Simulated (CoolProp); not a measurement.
Computed with CoolProp (reference Helmholtz-energy equation of state, Zhou 2012).

Q: Give the vapour pressure (bar), liquid cp (kJ/(kg K)), vapour Z, liquid conductivity (mW/(m K)) of saturated o-xylene at 91.05 °C.

A: 
```json
[
 {"T (°C)": "91.05", "p (bar)": "0.193", "liquid cp (kJ/(kg K))": "1.98", "vapour Z": "0.985", "liquid conductivity (mW/(m K))": "114"}
]
```

Thermal conductivity comes from a separate model (Mylona 2014).
